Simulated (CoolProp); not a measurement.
Vapour-liquid equilibrium of propane (1) + isobutane (2) at 253 kPa; x and y are mole fractions of (1).

Computed with CoolProp (multi-fluid Helmholtz-energy mixture model, Lemmon 2009 and Bücker 2006; pair parameters Kunz 2012).

Question: Give the bubble temperature and the first vapour's composition at x = 0.425, 0.65, 0.725. Is there an azeotrope?

Answer: x = 0.425: -3.7 °C, y = 0.671; x = 0.65: -10.5 °C, y = 0.843; x = 0.725: -12.6 °C, y = 0.886. No azeotrope shows between x = 0.05 and 0.95.

The pair parameters rest on a limited set of measurements; away from them the model extrapolates.
